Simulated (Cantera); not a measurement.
**Premixed flame**

A freely propagating, adiabatic, planar premixed flame of CO : H2 : CH4 : O2 : N2 = 1 : 0.14 : 0.46 : 1.24 : 4.67 (molar parts), equivalence ratio 1.2, unburnt at 575 K and 2.30 bar; multicomponent+Soret transport, grid criteria slope 0.08 and curve 0.16, no radiation.

Model: GRI-Mech 3.0 (53 species, 325 reactions), integrated in Cantera. Burning velocities carry a grid error of a few per cent, more on coarse grids.

```tsv
z (mm)	T (K)	u (m/s)	x CO	x H2	x CH4	x C2H	x CH2O	x HCN
-0.423	575	1.48	0.133	0.0186	0.0613	<1e-8	1.45e-8	<1e-8
-0.282	576	1.49	0.133	0.0183	0.0612	<1e-8	4.07e-7	<1e-8
-0.212	578	1.49	0.133	0.0180	0.0610	<1e-8	2.66e-6	<1e-8
-0.141	600	1.55	0.133	0.0176	0.0597	<1e-8	2.91e-5	<1e-8
-0.0706	870	2.25	0.134	0.0189	0.0483	<1e-8	0.000426	1.51e-7
-0.0353	1274	3.32	0.136	0.0214	0.0301	<1e-8	0.000753	5.78e-7
0	1698	4.43	0.136	0.0216	0.00823	4.69e-8	0.000586	1.49e-6
0.0353	1898	4.93	0.122	0.0174	0.000689	4.68e-8	0.000103	1.47e-6
0.0706	1974	5.09	0.106	0.0152	2.78e-5	<1e-8	5.39e-6	6.16e-7
0.141	2061	5.26	0.0887	0.0154	6.07e-8	<1e-8	1.53e-8	7.41e-8
0.282	2159	5.46	0.0804	0.0151	<1e-8	<1e-8	<1e-8	<1e-8
0.564	2257	5.68	0.0758	0.0136	<1e-8	<1e-8	<1e-8	<1e-8
1.13	2342	5.86	0.0710	0.0121	<1e-8	<1e-8	<1e-8	<1e-8
```
x: mole fraction of selected species; z is measured from the peak of heat release.

The laminar burning velocity comes out as 148 cm/s, the thermal thickness is 0.141 mm and the peak x(C2H) comes out as 8.01e-8. The peak x(CH2O) is 0.000782 and the peak x(HCN) is 1.73e-6. The grid points is 143.
